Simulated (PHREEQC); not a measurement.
A solution holds 0.0053 mol/kgw Cu(NO3)2 and 0.0076 mol/kgw H2SO4, at 25 °C. Closed to the air; pH follows from the charge balance.

The numbers come from PHREEQC with the ion-association model, phreeqc.dat.

This is a speciation only: nothing precipitates in the calculation.

Q: Predict the pH, specific conductance, ionic strength.

A: pH 1.96; specific conductance 5610 µS/cm; ionic strength 0.0294 mol/kgw.

Q: In which forms is Cu present?

A: Cu+2 81 %, CuSO4 19 % of the Cu.

Species that the database lacks are ignored.
